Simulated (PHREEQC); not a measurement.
Synthetic water in mmol/kgw, 25 °C, pH 7.45:

| constituent | mmol/kgw |
|---|---|
| Na | 157 |
| K | 9.49 |
| Ca | 2.14 |
| Mg | 3.55 |
| Cl | 172 |
| S(6) | 3.83 |
| Alkalinity (meq/kgw) | 0.000418 |

Valence states are taken as typed.

The numbers come from PHREEQC with the Pitzer model, pitzer.dat.

This is a speciation only: nothing precipitates in the calculation.

**Question.** Predict the activity of water.

**Answer.** activity of water 0.994.

**Question.** In which forms is C present?

**Answer.** HCO3- 94 %, CO2 5.8 % of the C.

Complexes and solids missing from the database can't appear.
